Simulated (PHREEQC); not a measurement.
Consider water at 25 °C with 0.036 mol/kgw H2SO4, 0.0046 mol/kgw Al2(SO4)3 and 5.1e-05 mol/kgw MgSO4. Closed to the air; pH follows from the charge balance.

All values are PHREEQC results (ion-association model, phreeqc.dat), not measurements.

This is a speciation only: nothing precipitates in the calculation.

Estimate the pH, density, ionic strength.

pH 1.42; density 1.001 g/cm³; ionic strength 0.0746 mol/kgw.

In which forms is S present?

HSO4- 54 %, SO4-2 28 %, AlSO4+ 13 %, Al(SO4)2- 4.8 % of the S.

Species that the database lacks are ignored.
